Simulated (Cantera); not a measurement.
Input: 1 mol CCl₄, 0.032 mol HCl, 0.066 mol F₂, equilibrated at 2323 K and 4600 Pa.

Method: chemical equilibrium by Gibbs-energy minimisation in Cantera with the NASA 1993 tables (ideal gas, pure condensed phases). Equilibrium is a limit: real reactors are often held back by kinetics, nucleation or transport.

```csv
species,before,after
Cl,0.963,0.926
C₃,5.54e-7,0.0310
F,0.0151,0.0229
Cl₂,0.00929,0.000264
C₅,<1e-9,0.000875
C₄,<1e-9,0.000158
CF₄,7.76e-5,<1e-9
C₂,4.94e-8,0.00324
C₂H,<1e-9,3.43e-5
C,2.63e-7,0.00429
"C(graphite), mol",0.979,0.511
```
Gas species are given as mole fractions.

Q: Name the change that produced these shifts.
A. F₂ from 0.066 to 0.02 mol
B. pressure from 4600 Pa to 4.50 Pa
C. temperature from 2323 K to 3150 K
D. CCl₄ replaced by c-C₄F₈

A: C, temperature from 2323 K to 3150 K. The tables' values for CCl are old estimates; treat these amounts as uncertain
